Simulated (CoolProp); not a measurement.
Computed with CoolProp (reference Helmholtz-energy equation of state, Gao 2016).

Question: Give the vapour pressure (bar), vapour density (kg/m³), enthalpy of vaporisation (kJ/kg), liquid cp (kJ/(kg K)) of saturated sulfur dioxide at 28.15, 39.05, 104.25 °C.

Answer: 
| T (°C) | p (bar) | vapour density (kg/m³) | enthalpy of vaporisation (kJ/kg) | liquid cp (kJ/(kg K)) |
|---|---|---|---|---|
| 28.15 | 4.35 | 12.0 | 353 | 1.40 |
| 39.05 | 6.13 | 16.7 | 341 | 1.42 |
| 104.25 | 30.3 | 85.3 | 249 | 1.75 |
